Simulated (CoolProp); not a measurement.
A single-stage vapour-compression cycle with ethylene: evaporating at 199.15 K (dew point), condensing at 258.15 K (bubble point), superheat 5 K, subcooling 5 K, compressor efficiency 0.75, no pressure losses. Each further row changes one setting.

Model: reference Helmholtz-energy equation of state, Smukala 2000, in CoolProp.

| case | cooling COP | pressure ratio | discharge temperature (K) | refrigerating effect (kJ/kg) | volumetric capacity (kJ/m³) |
|---|---|---|---|---|---|
| as stated | [?] | 6.52 | 336.3 | 289 | 2300 |
| evaporating temperature 204.15 K | [?] | 5.33 | 327.7 | 293 | 2820 |
| condensing temperature 253.15 K | 1.97 | 5.75 | 326.6 | [?] | 2430 |
| subcooling 10 K | [?] | 6.52 | 336.3 | 306 | 2430 |
| superheat 15 K | [?] | 6.52 | [?] | 304 | 2270 |
| compressor efficiency 0.65 | 1.49 | 6.52 | [?] | 289 | 2300 |

What belongs in the gaps?


- as stated, cooling COP: 1.72
- evaporating temperature 204.15 K, cooling COP: 1.98
- condensing temperature 253.15 K, refrigerating effect (kJ/kg): 305
- subcooling 10 K, cooling COP: 1.82
- superheat 15 K, cooling COP: 1.70
- superheat 15 K, discharge temperature (K): 349.3
- compressor efficiency 0.65, discharge temperature (K): 349.8
